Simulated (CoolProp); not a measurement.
Computed with CoolProp (reference Helmholtz-energy equation of state, Thol 2019).

**Question.** For tetradecamethylhexasiloxane (MD4M), give the phase and the Z, speed of sound (m/s), isothermal compressibility (1/MPa), expansivity (1/kK) at 541 K and 0.868 MPa; 567.3 K and 0.868 MPa; 602.4 K and 0.868 MPa.

**Answer.** 
- 541 K and 0.868 MPa: liquid; Z 0.140, speed of sound 345, isothermal compressibility 0.0149, expansivity 2.03
- 567.3 K and 0.868 MPa: liquid; Z 0.141, speed of sound 286, isothermal compressibility 0.0228, expansivity 2.41
- 602.4 K and 0.868 MPa: liquid; Z 0.147, speed of sound 206, isothermal compressibility 0.0492, expansivity 3.47
